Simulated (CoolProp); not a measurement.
Chlorine at several states: density (kg/m³) from the reference equation and from simpler models built on Tc = 416.9 K, pc = 76.42 bar, ω = 0.070; each cubic takes its own stable root.

Values from CoolProp's reference Helmholtz-energy equation of state, Thol 2021.

```json
[
 {"T (K)": "227.7", "p (bar)": "0.38", "phase": "gas", "reference": "1.440", "Soave-Redlich-Kwong": "1.436", "Peng-Robinson": "1.436"},
 {"T (K)": "297.6", "p (bar)": "42.2", "phase": "liquid", "reference": "1405", "Soave-Redlich-Kwong": "1293", "Peng-Robinson": "1463"},
 {"T (K)": "265.8", "p (bar)": "4.29", "phase": "liquid", "reference": "1489", "Soave-Redlich-Kwong": "1375", "Peng-Robinson": "1554"},
 {"T (K)": "361.6", "p (bar)": "2.04", "phase": "gas", "reference": "4.877", "Soave-Redlich-Kwong": "4.879", "Peng-Robinson": "4.885"}
]
```
